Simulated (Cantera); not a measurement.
A Cantera script and its output.

```python
import numpy as np
import cantera as ct

gas = ct.Solution("gri30.yaml", transport_model="multicomponent")
show = ['H2', 'OH', 'H2O']

rows = []
print(f"{'T/K':>7s}{'rho':>11s}{'cp':>10s}{'mu':>11s}{'lambda':>11s}{'Pr':>7s}" + "".join(f"{'D_' + s:>11s}" for s in show))
for T in [400, 550, 700, 850, 1000, 1150, 1300, 1450]:
    gas.TPX = T, 11000, {'N2': 0.79}
    Pr = gas.cp_mass * gas.viscosity / gas.thermal_conductivity
    D = [gas.mix_diff_coeffs_mole[gas.species_index(s)] for s in show]
    rows.append([gas.density, gas.cp_mass, gas.viscosity, gas.thermal_conductivity, Pr, *D])
    print(f"{T:7g}{gas.density:11.4e}{gas.cp_mass:10.1f}{gas.viscosity:11.4e}"
          f"{gas.thermal_conductivity:11.4e}{Pr:7.3f}" + "".join(f"{d:11.4e}" for d in D))
print("SI units: kg/m3, J/kg/K, Pa s, W/m/K, m2/s")
```

It prints:

```
    T/K        rho        cp         mu     lambda     Pr       D_H2       D_OH      D_H2O
    400 9.2656e-02    1046.6 2.2340e-05 3.2949e-02  0.710 1.1687e-03 4.8218e-04 3.6486e-04
    550 6.7386e-02    1065.3 2.7888e-05 4.2026e-02  0.707 1.9940e-03 8.2890e-04 6.6146e-04
    700 5.2946e-02    1095.3 3.2807e-05 5.0908e-02  0.706 2.9807e-03 1.2436e-03 1.0238e-03
    850 4.3603e-02    1133.9 3.7305e-05 5.9941e-02  0.706 4.1157e-03 1.7206e-03 1.4447e-03
   1000 3.7062e-02    1169.5 4.1498e-05 6.8763e-02  0.706 5.3893e-03 2.2558e-03 1.9192e-03
   1150 3.2228e-02    1195.4 4.5455e-05 7.7002e-02  0.706 6.7941e-03 2.8459e-03 2.4435e-03
   1300 2.8510e-02    1217.7 4.9222e-05 8.4947e-02  0.706 8.3238e-03 3.4883e-03 3.0147e-03
   1450 2.5560e-02    1236.7 5.2832e-05 9.2610e-02  0.706 9.9734e-03 4.1809e-03 3.6305e-03
SI units: kg/m3, J/kg/K, Pa s, W/m/K, m2/s
```

Computed with Cantera and GRI-Mech 3.0 (53 species, 325 reactions).
